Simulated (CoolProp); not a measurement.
A single-stage vapour-compression cycle with isobutene: evaporating at 270.15 K (dew point), condensing at 317.15 K (bubble point), superheat 10 K, subcooling 2 K, compressor efficiency 0.8, no pressure losses. Each further row changes one setting.

Values from CoolProp's reference Helmholtz-energy equation of state, Lemmon 2005. It is a short technical equation, of lower accuracy than the large ones.

| case | cooling COP | pressure ratio | discharge temperature (K) | refrigerating effect (kJ/kg) | volumetric capacity (kJ/m³) |
|---|---|---|---|---|---|
| as stated | 3.84 | 4.42 | 334.8 | 297 | 883 |
| evaporating temperature 275.15 K | 4.48 | 3.67 | 333.4 | 304 | 1070 |
| condensing temperature 312.15 K | 4.42 | 3.86 | 329.6 | 310 | 920 |
| subcooling 7 K | 4.00 | 4.42 | 334.8 | 310 | 920 |
| superheat 20 K | 3.89 | 4.42 | 344.9 | 313 | 894 |
| compressor efficiency 0.7 | 3.36 | 4.42 | 340.6 | 297 | 883 |
